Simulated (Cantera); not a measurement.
Feed: 1 mol Si, a varied amount of HF, 11 mol H2, at 1225 K and 0.0133 bar.

These are equilibrium values from Cantera (NASA tables, ideal gas, pure condensed phases), not measurements of a reactor. Candidate condensed phases: Si; 25 gas species. Kinetics and transport are ignored.

Problem. Which condensed phases are stable at each of these points (n(HF) (mol)): 1.9, 2.7, 4, 5.8, 8.4, 12, 18?

Solution. 
```tsv
n(HF) (mol)	condensed phases	Si condensed (%)
1.9	Si(s)	50.8
2.7	Si(s)	30.2
4	gas only	0.0
5.8	gas only	0.0
8.4	gas only	0.0
12	gas only	0.0
18	gas only	0.0
```

From 1.9 mol HF to 2.7 mol HF the condensed part is Si(s). From 4 mol HF to 18 mol HF nothing is condensed.
